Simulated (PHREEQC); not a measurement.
A solution holds 15 mmol/kgw HF, 1 mmol/kgw NH4F, 4.2 mmol/kgw H2SiF6 and 16 mmol/kgw H2SO4, at 25 °C. Closed to the air; pH follows from the charge balance.

The numbers come from PHREEQC with the ion-association model, phreeqc.dat.

The ionic strength comes out as 0.0420 mol/kgw. What activity coefficients do F-, SO4-2, HF2-, SiF6-2, H+ get?

F- 0.82, SO4-2 0.49, HF2- 0.83, SiF6-2 0.49, H+ 0.86.

No solid was allowed to form. Complexes and solids missing from the database can't appear. SiF6-2 is the database's only silicon fluoride.
